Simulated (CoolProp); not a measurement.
Vapour-liquid equilibrium of ethane (1) + hydrogen sulfide (2) at 17.7 bar; x and y are mole fractions of (1).

Computed with CoolProp (multi-fluid Helmholtz-energy mixture model, Bücker 2006 and Lemmon 2006; pair parameters Kunz 2012).

```
x      bubble temperature, mixture model (K)  bubble temperature, Raoult's law (K)  y, mixture model  y, Raoult's law
-----  -------------------------------------  ------------------------------------  ----------------  ---------------
0.05                                   285.2                                 290.8             0.190            0.101
0.125                                  277.2                                 287.7             0.369            0.236
0.2                                    272.2                                 284.8             0.474            0.354
0.275                                  268.9                                 282.0             0.540            0.457
0.35                                   266.8                                 279.4             0.586            0.547
0.425                                  265.2                                 276.9             0.624            0.626
0.5                                    263.9                                 274.5             0.658            0.697
0.575                                  262.9                                 272.2             0.692            0.759
0.65                                   262.0                                 270.1             0.729            0.814
0.725                                  261.3                                 268.0             0.770            0.862
0.8                                    260.9                                 266.1             0.818            0.906
0.875                                  260.7                                 264.2             0.875            0.944
0.95                                   260.9                                 262.4             0.945            0.979
```

The largest gap from Raoult's law is -13.1 K in bubble temperature, at x = 0.275. y crosses x between x = 0.875 and 0.95: the model has an azeotrope there.

Pair parameters are fitted to limited data, so mixtures are less certain than the pure fluids. With so large a gap from Raoult's law the liquid may split in two, which this calculation doesn't test in full.
